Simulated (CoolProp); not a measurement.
Aqueous ammonia as a coolant, 10 % by mass, freezing at -13.6 °C, 1 atm.

Values from CoolProp's Melinder's fits for secondary coolants.

```csv
T (°C),Prandtl number,conductivity (W/(m K)),density (kg/m³),viscosity (mPa s)
-11.1,27.0,0.476,963.9,3.03
-2.9,18.8,0.492,963.0,2.19
5.3,14.1,0.506,961.5,1.69
13.5,10.9,0.519,959.5,1.35
21.8,8.55,0.533,956.9,1.09
30,6.67,0.549,953.9,0.874
```
